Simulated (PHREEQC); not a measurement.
0.066 g of hydrous ferric oxide (600 m²/g; 0.2 weak and 0.005 strong sites per Fe, Dzombak-Morel constants, diffuse double layer) in 1 kg of water with 0.3 mol/kgw of an inert sodium salt and 1.5e-06 mol SrCl2 and 1.8e-07 mol PbCl2, at 25 °C; the pH is set by adding NaOH or the inert anion's acid. Oxygen is held at 0.21 atm. The system is closed to CO2. Precipitation was switched off in this run.

Base run: PHREEQC, ion-association model, wateq4f.dat. Each further column changes one thing. The table gives Sr sorbed (%).

```csv
pH,base,no electrostatic term (-no_edl),background salt from 0.3 to 0.03 mol/kgw,oxide from 0.066 to 0.33 g/kgw,9.8e-05 mol/kgw CuCl2 added
3,0.0,0.0,0.0,0.0,0.0
4,0.0,0.0,0.0,0.0,0.0
5,0.0,0.1,0.0,0.0,0.0
6,0.0,[?],0.0,0.0,0.0
7,0.2,3.4,0.2,1.0,0.0
8,5.2,7.3,[?],22.2,0.0
9,52.0,4.9,77.2,87.5,0.1
10,93.2,1.8,99.1,99.1,[?]
11,98.9,1.9,100.0,99.9,71.1
```

**Question.** Complete the blanks.

**Answer.** 
- 6, no electrostatic term (-no_edl): 0.5
- 8, background salt from 0.3 to 0.03 mol/kgw: 8.3
- 10, 9.8e-05 mol/kgw CuCl2 added: 5.0

The oxide is taken as insoluble; below pH 4 it would dissolve. In at least one series the solution becomes supersaturated in solids that the run did not let form, among them Cu(OH)2. The database's constant for dissolved Cu(OH)2 is higher than later reviews accept.
